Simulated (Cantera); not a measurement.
An adiabatic, constant-volume homogeneous reactor starts with 6.93 % CH3OH, 19.6 % O2, 73.5 % N2, equivalence ratio 0.53, at 1675 K and 7500 Torr.

Detailed kinetics in Cantera: GRI-Mech 3.0 (53 species, 325 reactions). GRI-Mech 3.0 was tuned for natural gas; its chemistry of methanol as a main component is partial and can be far from experiment.

### Question
Predict: time of steepest temperature rise; temperature at 0.200 s; equilibrium temperature; x(O2) at 0.200 s; x(CO) at 0.200 s; x(H) at 0.200 s; x(N2O) at 0.200 s; x(CO2) at 0.200 s; x(HO2) at 0.200 s.

### Answer
```json
{
  "time_of_steepest_temperature_rise": "8.37 µs",
  "temperature at 0.200 s": "2833 K",
  "equilibrium_temperature": "2833 K",
  "x(O2) at 0.200 s": "0.0770 (gas-phase equilibrium 0.0770)",
  "x(CO) at 0.200 s": "0.00862 (gas-phase equilibrium 0.00862)",
  "x(H) at 0.200 s": "0.00112 (gas-phase equilibrium 0.00112)",
  "x(N2O) at 0.200 s": "4.84e-6 (gas-phase equilibrium 4.84e-6)",
  "x(CO2) at 0.200 s": "0.0575 (gas-phase equilibrium 0.0575)",
  "x(HO2) at 0.200 s": "3.27e-5 (gas-phase equilibrium 3.27e-5)"
}
```
